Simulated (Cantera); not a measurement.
An isothermal, constant-pressure homogeneous reactor starts with CH3OH : O2 : N2 = 0.0035 : 0.0042 : 1 (molar parts), at 1075 K and 1.20 bar. Integrator tolerance rtol = 1e-08.

Model: GRI-Mech 3.0 (53 species, 325 reactions), integrated in Cantera. GRI-Mech 3.0 was tuned for natural gas; its chemistry of methanol as a main component is partial and can be far from experiment.

Task: What does this change do: N2 1 to 7.9 parts?

Result: 
| quantity | before | after |
|---|---|---|
| x(CH3OH) at 100 s | <1e-12 (gas-phase equilibrium <1e-12) | <1e-12 (gas-phase equilibrium <1e-12) |
| x(O2) at 100 s | <1e-12 (gas-phase equilibrium <1e-12) | <1e-12 (gas-phase equilibrium <1e-12) |
| x(H2O) at 100 s | 0.00568 (gas-phase equilibrium 0.00552) | 0.000730 (gas-phase equilibrium 0.000705) |
| x(HCN) at 100 s | 4.39e-11 (gas-phase equilibrium 2.43e-11) | 4.61e-11 (gas-phase equilibrium 1.11e-12) |
| x(CO2) at 100 s | 0.00263 (gas-phase equilibrium 0.00280) | 0.000332 (gas-phase equilibrium 0.000357) |
| x(H2O2) at 100 s | <1e-12 (gas-phase equilibrium <1e-12) | <1e-12 (gas-phase equilibrium <1e-12) |

Task: What does this change do: CH3OH 0.0035 to 0.029 parts?

Result: 
```csv
quantity,before,after
x(CH3OH) at 100 s,<1e-12 (gas-phase equilibrium <1e-12),2.72e-12 (gas-phase equilibrium <1e-12)
x(O2) at 100 s,<1e-12 (gas-phase equilibrium <1e-12),1.13e-10 (gas-phase equilibrium <1e-12)
x(H2O) at 100 s,0.00568 (gas-phase equilibrium 0.00552),0.00789 (gas-phase equilibrium 0.00504)
x(HCN) at 100 s,4.39e-11 (gas-phase equilibrium 2.43e-11),2.02e-9 (gas-phase equilibrium 1.85e-7)
x(CO2) at 100 s,0.00263 (gas-phase equilibrium 0.00280),0.000157 (gas-phase equilibrium 0.00269)
x(H2O2) at 100 s,<1e-12 (gas-phase equilibrium <1e-12),<1e-12 (gas-phase equilibrium <1e-12)
```
